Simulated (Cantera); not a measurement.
Input: 1 mol Si, 4.6 mol F₂, a varied amount of N₂, held at 1473 K and 1.50 Torr.

Cantera equilibrium calculation (NASA polynomials, part measured and part estimated; ideal gas, pure solids and liquids). Candidate condensed phases: Si, Si₃N₄; 16 gas species. The numbers say what is thermodynamically allowed, not how fast it happens.

At 7.3 mol N₂, list the 4 most abundant gas species with their mole fractions, and the condensed phases.

N₂ 0.541, F 0.385, SiF₄ 0.0741, F₂ 5.10e-5. Condensed: gas only.
